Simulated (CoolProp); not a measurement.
Computed with CoolProp (reference Helmholtz-energy equation of state, Thol 2018).

Give the vapour pressure (MPa), liquid density (kg/m³), enthalpy of vaporisation (kJ/kg) of saturated hydrogen chloride at 211.5, 259.8, 267.8 K.


```tsv
T (K)	p (MPa)	liquid density (kg/m³)	enthalpy of vaporisation (kJ/kg)
211.5	0.325	1130	417
259.8	1.80	978	341
267.8	2.25	949	324
```
